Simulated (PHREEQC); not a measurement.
Metal-bearing waste water (model solution)

Consider water at 20 °C with 2.5 mmol/kgw FeSO4, 96 mmol/kgw NiCl2 and 7.5 mmol/kgw CuCl2. Closed to the air; pH follows from the charge balance.

Equilibrium calculation in PHREEQC: ion-association model, wateq4f.dat.

pH: 5.03
ionic strength: 0.282 mol/kgw

```
species  molality  activity   log γ
-------  --------  --------  ------
Cl-         0.189     0.130  -0.163
Ni+2       0.0808    0.0238  -0.530
NiCl+      0.0105   0.00776  -0.133
Cu+2      0.00658   0.00196  -0.525
NiCl2     0.00343   0.00365   0.028
Fe+2      0.00230  0.000686  -0.525
NiSO4     0.00123   0.00131   0.028
SO4-2     0.00113  0.000295  -0.586
CuCl+    0.000769  0.000534  -0.158
```

Precipitation was switched off in this run. The solution is supersaturated, for example in Atacamite, Brochantite, so a real one may precipitate; this is no full list.
